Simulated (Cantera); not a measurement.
Input (Python, Cantera) and output of one run.

```python
import numpy as np
import cantera as ct

gas_names = """
    AL ALH ALN AL2 H H2 N NH NH2 NH3 N2 N2H2 N2H4
""".split()
cond_names = """
    AL(cr) AL(L) ALN(s)
""".split()


def load(file, names, dense=False):
    # The tables refer to 1 bar. Condensed volumes are neglected.
    table = {s.name: s for s in ct.Species.list_from_file(file)}
    out = []
    for n in names:
        d = dict(table[n].input_data)
        d["thermo"] = dict(d["thermo"], **{"reference-pressure": 1e5})
        if dense:
            d["equation-of-state"] = {"model": "constant-volume", "density": "1e6 g/cm^3"}
        out.append(ct.Species.from_dict(d))
    return out


gas = ct.Solution(thermo="ideal-gas", species=load("nasa_gas.yaml", gas_names))
cond = {s.name: ct.Solution(thermo="fixed-stoichiometry", species=[s], name=s.name)
        for s in load("nasa_condensed.yaml", cond_names, dense=True)}
atoms = {
    'Al': {'AL': 1},
    'NH3': {'N': 1, 'H': 3},
    'H2': {'H': 2},
}
top_T = {'ALN(s)': 2750}  # K; cautious upper limits of use, not melting points


def equilibrate(T, P, feed):
    n = {}
    for name, mol in feed.items():
        for a, k in atoms[name].items():
            n[a] = n.get(a, 0.0) + k * mol
    gas.TPX = T, P, n
    mass = sum(n.values()) * gas.mean_molecular_weight
    gas.equilibrate("TP")
    valid = [c for c in cond.values() if c.min_temp <= T <= top_T.get(c.name, c.max_temp)]
    mix = ct.Mixture([(gas, mass / gas.mean_molecular_weight)] + [(c, 0.0) for c in valid])
    mix.T, mix.P = T, P
    mix.equilibrate("TP", solver="vcs", rtol=1e-11, max_steps=5000)
    return mix


results = []
feed = {'Al': 1, 'NH3': 0.88, 'H2': 10}  # mol
P = 57  # Pa
for T in [850, 950, 1050, 1150, 1250, 1350, 1450, 1550]:
    mix = equilibrate(T, P, feed)
    results.append((T, P, feed, dict(zip(mix.species_names, mix.species_moles))))
    x = sorted(zip(gas.X, gas.species_names), reverse=True)
    print(f"T = {T:g} K  P = {P:g} Pa  gas = {mix.phase_moles(0):.4g} mol")
    print("   x: " + "  ".join(f"{s} {v:.3e}" for v, s in x if v > 0.001))
    print("   condensed (mol): " + ("  ".join(f"{mix.phase(i).name} {mix.phase_moles(i):.4g}"
          for i in range(1, mix.n_phases) if mix.phase_moles(i) > 1e-12) or "none"))
```

Output:

```
T = 850 K  P = 57 Pa  gas = 11.32 mol
   x: H2 1.000e+00
   condensed (mol): AL(cr) 0.12  ALN(s) 0.88
T = 950 K  P = 57 Pa  gas = 11.32 mol
   x: H2 1.000e+00
   condensed (mol): AL(L) 0.12  ALN(s) 0.88
T = 1050 K  P = 57 Pa  gas = 11.32 mol
   x: H2 1.000e+00
   condensed (mol): AL(L) 0.12  ALN(s) 0.88
T = 1150 K  P = 57 Pa  gas = 11.32 mol
   x: H2 1.000e+00
   condensed (mol): AL(L) 0.1198  ALN(s) 0.88
T = 1250 K  P = 57 Pa  gas = 11.32 mol
   x: H2 9.998e-01
   condensed (mol): AL(L) 0.118  ALN(s) 0.88
T = 1350 K  P = 57 Pa  gas = 11.34 mol
   x: H2 9.983e-01  AL 1.480e-03
   condensed (mol): AL(L) 0.1023  ALN(s) 0.88
T = 1450 K  P = 57 Pa  gas = 11.44 mol
   x: H2 9.894e-01  AL 9.884e-03
   condensed (mol): AL(L) 0.00297  ALN(s) 0.88
T = 1550 K  P = 57 Pa  gas = 11.45 mol
   x: H2 9.882e-01  AL 1.025e-02  H 1.311e-03
   condensed (mol): ALN(s) 0.8799
```

Method: chemical equilibrium by Gibbs-energy minimisation in Cantera with the NASA 1993 tables (ideal gas, pure condensed phases). Mutual solubility and eutectic melting of coexisting phases are not modelled.
